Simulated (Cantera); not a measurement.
Feed: 1 mol Al, 1.2 mol HCl, 13 mol H2, at 8.60 Pa.

These are equilibrium values from Cantera (NASA tables, ideal gas, pure condensed phases), not measurements of a reactor. Candidate condensed phases: Al, AlCl3; 12 gas species. The tables' values for AlCl2 are old estimates; treat these amounts as uncertain. The numbers say what is thermodynamically allowed, not how fast it happens.

At 1173 K, list the 4 most abundant gas species with their mole fractions, and the condensed phases.

H2 0.928, AlCl 0.0621, AlCl3 0.00380, HCl 0.00358. Condensed: gas only.
